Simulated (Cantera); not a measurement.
Input: 1 mol SiC, 0.062 mol N₂O, 1.9 mol H₂, 0.18 mol CO₂, equilibrated at 5.90 bar.

Equilibrium computed with Cantera from the NASA thermochemical tables; the gas is ideal and each condensed phase is pure. Candidate condensed phases: C, C₆H₆, C₇H₈, C₈H₁₈, H₂O, Si, SiC, SiO₂, Si₂N₂O, Si₃N₄; 151 gas species. Mutual solubility and eutectic melting of coexisting phases are not modelled. The tables hold silica as quartz up to 1696 K and as liquid above; real silica turns to tridymite and cristobalite and melts near 1996 K. The numbers say what is thermodynamically allowed, not how fast it happens. All values below are at 1900 K.

Base state: H₂ 0.847, CO 0.142, SiO 0.00634, N₂ 0.00296, CH₄ 0.000961, H₂O 0.000313, H 0.000301, HCN 0.000197 (mole fractions); condensed: SiC(s) + SiO₂(condensed) + Si₂N₂O(s).

Problem. What changes in the equilibrium state with this change: CO₂ from 0.18 to 3 mol?

Solution. 
| species | before | after |
|---|---|---|
| CO | 0.142 | 0.667 |
| H₂ | 0.847 | 0.312 |
| N₂ | 0.00296 | 0.0104 |
| SiO | 0.00634 | 0.000105 |
| C₂H₂ (acetylene) | 5.29e-5 | 1.17e-7 |
| CO₂ | 1.25e-5 | 0.00355 |
| CH₄ | 0.000961 | 1.01e-5 |
| SiC(s), mol | 0.859 | 0 |
| SiO₂(condensed), mol | 0.0168 | 0.999 |
| Si₂N₂O(s), mol | 0.0551 | 0 |
Gases not in the tables: Si(OH)₄.

Problem. What changes in the equilibrium state with this change: pressure from 5.90 bar to 4.80 Pa?

Solution. 
```
species                 before     after
--------------------  --------  --------
H₂                       0.847     0.675
CO                       0.142     0.138
H                     0.000301    0.0941
Si                     1.96e-7    0.0461
N₂                     0.00296    0.0234
SiO                    0.00634    0.0225
CH₄                   0.000961   2.60e-9
Si₂C                   3.44e-9  0.000809
H₂O                   0.000313   3.76e-9
SiC(s), mol              0.859     0.814
SiO₂(condensed), mol    0.0168         0
Si₂N₂O(s), mol          0.0551         0
```
The tables' values for SiN are old estimates; treat these amounts as uncertain.
